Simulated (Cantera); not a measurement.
## Ammonia decomposition in nitride growth gas

A perfectly stirred reactor is fed with NH₃ : H₂ = 0.19 : 0.45 (molar parts), at 10.00 Torr; it is held at 2050 K, and followed from long to short residence time.

Model: the gas-phase N/H chemistry of the illustrative SiF4/NH3 mechanism in the Surface Chemkin manual (1991), integrated in Cantera. Walls and surfaces, which speed up NH3 decomposition in real reactors, are not modelled.

```json
[
 {"τ (s)": "1.8", "x NH₃": "0.106", "x H₂": "0.819", "x N₂H₂": "9.24e-7", "x NH": "1.72e-5", "x NH₂": "0.000423", "x H": "0.00111", "x N": "2.03e-6"},
 {"τ (s)": "0.94", "x NH₃": "0.151", "x H₂": "0.792", "x N₂H₂": "1.42e-6", "x NH": "1.95e-5", "x NH₂": "0.000541", "x H": "0.000961", "x N": "2.04e-6"},
 {"τ (s)": "0.48", "x NH₃": "0.198", "x H₂": "0.763", "x N₂H₂": "1.97e-6", "x NH": "2.13e-5", "x NH₂": "0.000650", "x H": "0.000850", "x N": "2.02e-6"},
 {"τ (s)": "0.25", "x NH₃": "0.235", "x H₂": "0.740", "x N₂H₂": "2.41e-6", "x NH": "2.23e-5", "x NH₂": "0.000728", "x H": "0.000776", "x N": "1.98e-6"},
 {"τ (s)": "0.13", "x NH₃": "0.262", "x H₂": "0.724", "x N₂H₂": "2.67e-6", "x NH": "2.26e-5", "x NH₂": "0.000774", "x H": "0.000725", "x N": "1.90e-6"},
 {"τ (s)": "0.065", "x NH₃": "0.279", "x H₂": "0.713", "x N₂H₂": "2.71e-6", "x NH": "2.19e-5", "x NH₂": "0.000788", "x H": "0.000682", "x N": "1.76e-6"},
 {"τ (s)": "0.033", "x NH₃": "0.288", "x H₂": "0.707", "x N₂H₂": "2.45e-6", "x NH": "1.99e-5", "x NH₂": "0.000763", "x H": "0.000635", "x N": "1.50e-6"},
 {"τ (s)": "0.017", "x NH₃": "0.293", "x H₂": "0.705", "x N₂H₂": "1.88e-6", "x NH": "1.61e-5", "x NH₂": "0.000690", "x H": "0.000562", "x N": "1.09e-6"},
 {"τ (s)": "0.0088", "x NH₃": "0.295", "x H₂": "0.703", "x N₂H₂": "1.02e-6", "x NH": "1.01e-5", "x NH₂": "0.000546", "x H": "0.000440", "x N": "5.40e-7"},
 {"τ (s)": "0.0045", "x NH₃": "0.296", "x H₂": "0.703", "x N₂H₂": "3.15e-7", "x NH": "4.02e-6", "x NH₂": "0.000342", "x H": "0.000275", "x N": "1.36e-7"}
]
```
x: mole fraction; the columns are a selection and need not sum to one.
